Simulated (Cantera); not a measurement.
Charge: 1 mol Fe2O3, 2.9 mol H2O, 1.1 mol H2, at 101000 Pa.

Equilibrium computed with Cantera from the NASA thermochemical tables; the gas is ideal and each condensed phase is pure. Candidate condensed phases: Fe, FeO, Fe(OH)2, Fe(OH)3, Fe2O3, Fe3O4, H2O; 12 gas species. Mutual solubility and eutectic melting of coexisting phases are not modelled. The tables' stoichiometric FeO is somewhat more stable than real wüstite, so its field is too wide. FeO: taken at fixed stoichiometry. The numbers say what is thermodynamically allowed, not how fast it happens.

log p: log10 of the partial pressure in bar; n: condensed amount in mol.

```
T (K)  log p H2O  log p H2  log p Fe(OH)2  log p OH  log p H  n FeO(s)  n Fe3O4(s)  n FeO(l)
-----  ---------  --------  -------------  --------  -------  --------  ----------  --------
1025       -0.02     -1.16          -7.74    -10.38    -8.94      1.48       0.172         0
1100       -0.02     -1.28          -7.11     -9.32    -8.23      1.68       0.107         0
1175       -0.01     -1.38          -6.55     -8.39    -7.60      1.81      0.0633         0
1250       -0.01     -1.47          -6.07     -7.57    -7.05      1.90      0.0326         0
1325       -0.01     -1.55          -5.64     -6.85    -6.56      1.97      0.0102         0
1400       -0.01     -1.60            ___       ___      ___      2.00           0         0
1475       -0.01     -1.60            ___       ___      ___      2.00           0         0
1550       -0.01     -1.60          -4.61     -5.18    -5.30      2.00           0         0
1625       -0.01     -1.60          -4.34     -4.73    -4.95      2.00           0         0
1700       -0.01     -1.60          -4.11     -4.33    -4.63         0           0      2.00
```

Problem. Fill in the missing entries.

Solution. 
- 1475, log p Fe(OH)2: -4.92
- 1475, log p OH: -5.68
- 1475, log p H: -5.69
- 1400, log p Fe(OH)2: -5.26
- 1400, log p OH: -6.22
- 1400, log p H: -6.11
